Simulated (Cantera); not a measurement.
Input: 1 mol SiH4, 0.43 mol C2H4, 14 mol H2, held at 25.0 mbar.

These are equilibrium values from Cantera (NASA tables, ideal gas, pure condensed phases), not measurements of a reactor. Candidate condensed phases: C, C6H6, C7H8, C8H18, Si, SiC; 87 gas species. Mutual solubility and eutectic melting of coexisting phases are not modelled. Gases not in the tables: Si2H6 and higher silanes. Rates play no part.

x: gas mole fraction; n: condensed amount in mol.

| T (K) | x H2 | x H | x Si | x SiC2 | x C2H2 (acetylene) | x Si2C | n Si(s) | n SiC(s) | n Si(l) | n C(graphite) |
|---|---|---|---|---|---|---|---|---|---|---|
| 973 | 1.000 | 6.84e-9 | <1e-12 | <1e-12 | <1e-12 | <1e-12 | 0.140 | 0.860 | 0 | 0 |
| 1123 | 1.000 | 2.69e-7 | 2.57e-12 | <1e-12 | <1e-12 | <1e-12 | 0.140 | 0.860 | 0 | 0 |
| 1273 | 1.000 | 4.51e-6 | 7.22e-10 | <1e-12 | 2.44e-12 | <1e-12 | 0.140 | 0.860 | 0 | 0 |
| 1423 | 1.000 | 4.20e-5 | 6.11e-8 | <1e-12 | 9.67e-11 | 4.90e-11 | 0.140 | 0.860 | 0 | 0 |
| 1573 | 1.000 | 0.000257 | 2.20e-6 | <1e-12 | 1.89e-9 | 5.78e-9 | 0.140 | 0.860 | 0 | 0 |
| 1723 | 0.999 | 0.00115 | 3.93e-5 | (withheld) | 2.51e-8 | 2.72e-7 | 0 | 0.860 | 0.139 | 0 |
| 1873 | 0.995 | 0.00407 | 0.000353 | (withheld) | 3.42e-7 | 5.43e-6 | 0 | 0.860 | 0.132 | 0 |
| 2023 | 0.985 | 0.0119 | 0.00228 | (withheld) | 3.13e-6 | 6.87e-5 | 0 | 0.859 | 0.0932 | 0 |
| 2173 | 0.962 | 0.0299 | 0.00704 | (withheld) | 5.35e-5 | 0.000376 | 0 | 0.851 | 0 | 0 |
| 2323 | 0.919 | 0.0660 | 0.0107 | (withheld) | 0.00189 | 0.000933 | 0 | 0.752 | 0 | 0 |
| 2473 | 0.816 | 0.127 | 0.0339 | (withheld) | 0.00787 | 0.00440 | 0 | 0 | 0 | 0.163 |

Some entries are withheld; supply them.


- 1723, x SiC2: 9.95e-11
- 1873, x SiC2: 8.53e-9
- 2023, x SiC2: 3.73e-7
- 2173, x SiC2: 1.54e-5
- 2323, x SiC2: 0.000680
- 2473, x SiC2: 0.00812
